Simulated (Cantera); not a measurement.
Input: 1 mol CH₄, 1 mol O₂, 2.5 mol N₂, 0.2 mol H₂O, held at 1525 °C and 6.10 bar.

Method: chemical equilibrium by Gibbs-energy minimisation in Cantera with the NASA 1993 tables (ideal gas, pure condensed phases). Candidate condensed phases: C, C₆H₆, C₇H₈, C₈H₁₈, H₂O; 136 gas species. Equilibrium is a limit: real reactors are often held back by kinetics, nucleation or transport.

Base state: N₂ 0.439, H₂ 0.208, H₂O 0.178, CO 0.143, CO₂ 0.0322, H 6.50e-5, NH₃ 1.12e-5 (mole fractions); condensed: gas only.

### Question
What changes in the equilibrium state with this change: H₂O from 0.2 to 4.7 mol?

### Answer
| species | before | after |
|---|---|---|
| H₂O | 0.178 | 0.512 |
| N₂ | 0.439 | 0.245 |
| H₂ | 0.208 | 0.145 |
| CO | 0.143 | 0.0509 |
| CO₂ | 0.0322 | 0.0471 |
| OH | 3.67e-6 | 1.26e-5 |
| NH₃ | 1.12e-5 | 4.89e-6 |
| H | 6.50e-5 | 5.44e-5 |

### Question
What changes in the equilibrium state with this change: CH₄ replaced by CO?

### Answer
| species | before | after |
|---|---|---|
| N₂ | 0.439 | 0.594 |
| CO₂ | 0.0322 | 0.238 |
| O₂ | <1e-9 | 0.118 |
| H₂ | 0.208 | 2.97e-6 |
| CO | 0.143 | 5.67e-5 |
| H₂O | 0.178 | 0.0475 |
| NO | 1.24e-7 | 0.00268 |
| O | <1e-9 | 1.66e-5 |

### Question
What changes in the equilibrium state with this change: temperature from 1525 °C to 1125 °C?

### Answer
| species | before | after |
|---|---|---|
| N₂ | 0.439 | 0.439 |
| H₂ | 0.208 | 0.221 |
| H₂O | 0.178 | 0.165 |
| CO₂ | 0.0322 | 0.0452 |
| CO | 0.143 | 0.130 |
| H | 6.50e-5 | 9.00e-7 |
| NH₃ | 1.12e-5 | 3.60e-5 |
